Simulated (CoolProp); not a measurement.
Acetone along the isotherm 550 K: Z from the reference equation and from simpler models built on Tc = 508.1 K, pc = 4.692 MPa, ω = 0.307; each cubic takes its own stable root.

Computed with CoolProp (reference Helmholtz-energy equation of state, Lemmon 2006). It is a short technical equation, of lower accuracy than the large ones.

```
p (MPa)          phase  reference
-------  -------------  ---------
0.0742             gas     0.9953
0.132              gas     0.9916
0.235              gas     0.9849
0.417              gas     0.9732
0.742              gas     0.9519
1.32               gas     0.9134
2.35               gas     0.8416
4.17               gas     0.7020
7.42     supercritical     0.3840
13.2     supercritical     0.3771
23.5     supercritical     0.5719
```

How far does each simpler model (van der Waals, Peng-Robinson) lie from the reference over these 11 states: mean and median of the absolute difference, and the worst?


- van der Waals: mean 10.9 %, median 1.5 %, worst +53.5 % at 550 K and 23.5 MPa
- Peng-Robinson: mean 5.1 %, median 0.2 %, worst +22.1 % at 550 K and 13.2 MPa
